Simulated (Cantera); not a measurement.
Feed: 1 mol CH3F, equilibrated at 3023.15 K.

Method: chemical equilibrium by Gibbs-energy minimisation in Cantera with the NASA 1993 tables (ideal gas, pure condensed phases). Candidate condensed phases: C, C6H6, C7H8, C8H18; 95 gas species. Kinetics and transport are ignored.

x: gas mole fraction; n: condensed amount in mol.

| P (Pa) | x H | x HF | x H2 | x F | x C | x C3 | x C2H2 (acetylene) | x C2 | n C(graphite) |
|---|---|---|---|---|---|---|---|---|---|
| 1 | 0.601 | 0.00635 | 0.000126 | 0.196 | 0.191 | 0.00111 | 7.69e-9 | 0.00373 | 0 |
| 6.80 | 0.614 | 0.0396 | 0.000894 | 0.176 | 0.135 | 0.0182 | 1.26e-6 | 0.0127 | 0 |
| 46 | 0.609 | … | … | … | … | … | … | … | 0 |
| 320 | 0.553 | 0.268 | 0.0340 | 0.0281 | 0.0170 | 0.0800 | 0.00168 | 0.00946 | 0 |
| 2200 | 0.439 | 0.368 | 0.147 | 0.00706 | 0.00287 | 0.0181 | 0.00980 | 0.00185 | 0.747 |
| 15000 | … | … | … | … | … | … | … | … | 0.869 |
| 100000 | 0.106 | 0.472 | 0.392 | 0.000823 | 6.31e-5 | 0.000399 | 0.0261 | 4.07e-5 | 0.874 |

### Question
What belongs in the gaps?

### Answer

- 15000, x H: 0.239
- 15000, x HF: 0.435
- 15000, x H2: 0.297
- 15000, x F: 0.00225
- 15000, x C: 0.000420
- 15000, x C3: 0.00266
- 15000, x C2H2 (acetylene): 0.0198
- 15000, x C2: 0.000271
- 46, x HF: 0.153
- 46, x H2: 0.00595
- 46, x F: 0.101
- 46, x C: 0.0549
- 46, x C3: 0.0556
- 46, x C2H2 (acetylene): 6.34e-5
- 46, x C2: 0.0142
